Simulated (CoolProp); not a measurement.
Saturation properties of n-butane (Tc = 425.1 K, pc = 3796 kPa, ω = 0.201).

Model: reference Helmholtz-energy equation of state, Bücker 2006, in CoolProp.

| T (K) | p (kPa) | enthalpy of vaporisation (kJ/kg) | surface tension (mN/m) | liquid viscosity (µPa s) | vapour viscosity (µPa s) |
|---|---|---|---|---|---|
| 270.7 | 94.00 | 387.4 | 15.1 | 208 | 6.71 |
| 279.3 | 129.5 | 379.7 | 14.1 | 190 | 6.92 |
| 287.9 | 174.7 | 371.6 | 13.1 | 175 | 7.13 |
| 296.5 | 231.1 | 363.2 | 12.1 | 161 | 7.35 |
| 305.1 | 300.3 | 354.2 | 11.1 | 148 | 7.57 |
| 313.7 | 384.3 | 344.8 | 10.2 | 137 | 7.80 |
| 322.4 | 486.1 | 334.7 | 9.23 | 126 | 8.05 |
| 331 | 605.3 | 324.1 | 8.30 | 117 | 8.31 |

It boils at 272.7 K under 1 atm.

Viscosity comes from a separate model (Vogel 1999). Surface tension comes from a separate correlation (Mulero 2012).
